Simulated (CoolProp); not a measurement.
Vapour-liquid equilibrium of CH2F2 (R32) (1) + R142b (2) at 0.00929 MPa; x and y are mole fractions of (1).

The numbers come from the multi-fluid Helmholtz-energy mixture model, Tillner-Roth 1997 and Lemmon 2006; pair parameters Bell 2016 in CoolProp.

| x | bubble temperature (°C) | y at the bubble point | dew temperature at overall composition x (°C) | liquid density (mol/L) |
|---|---|---|---|---|
| 0.05 | -63.4 | 0.418 | -56.7 | 13.35 |
| 0.125 | -70.9 | 0.689 | -57.9 | 14.02 |
| 0.2 | -75.9 | 0.806 | -59.1 | 14.69 |
| 0.275 | -79.3 | 0.866 | -60.5 | 15.37 |
| 0.35 | -81.7 | 0.900 | -61.9 | 16.08 |
| 0.425 | -83.4 | 0.921 | -63.5 | 16.82 |
| 0.5 | -84.7 | 0.935 | -65.3 | 17.62 |
| 0.575 | -85.7 | 0.946 | -67.3 | 18.48 |
| 0.65 | -86.4 | 0.954 | -69.6 | 19.41 |
| 0.725 | -87.1 | 0.962 | -72.3 | 20.43 |
| 0.8 | -87.7 | 0.970 | -75.6 | 21.55 |
| 0.875 | -88.3 | 0.978 | -79.9 | 22.80 |
| 0.95 | -88.9 | 0.990 | -86.0 | 24.20 |

No azeotrope shows between x = 0.05 and 0.95.

The pair parameters rest on a limited set of measurements; away from them the model extrapolates.
